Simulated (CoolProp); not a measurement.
Computed with CoolProp (reference Helmholtz-energy equation of state, Rui 2013).

Q: Give the vapour pressure (MPa), liquid density (kg/m³), vapour density (kg/m³), liquid conductivity (mW/(m K)) of saturated R236EA at 306, 339 K.

A: 
```
T (K)  p (MPa)  liquid density (kg/m³)  vapour density (kg/m³)  liquid conductivity (mW/(m K))
-----  -------  ----------------------  ----------------------  ------------------------------
306      0.269                    1400                    17.6                            76.9
339      0.704                    1280                    45.8                            65.8
```

Thermal conductivity comes from a separate model (Huber 2003), an estimate that may be off by 10 % or more.
